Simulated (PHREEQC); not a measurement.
Solution (25 °C): 0.023 mol/kgw LiOH. It is in equilibrium with CO2 at log p = -3.5 (atm). Otherwise closed; pH follows from the charge balance.

The numbers come from PHREEQC with the ion-association model, phreeqc.dat.

No solid was allowed to form.

Q: Estimate the pH.

A: pH 9.46.

Q: In which forms is C present?

A: HCO3- 82 %, CO3-2 18 % of the C.

Species that the database lacks are ignored.
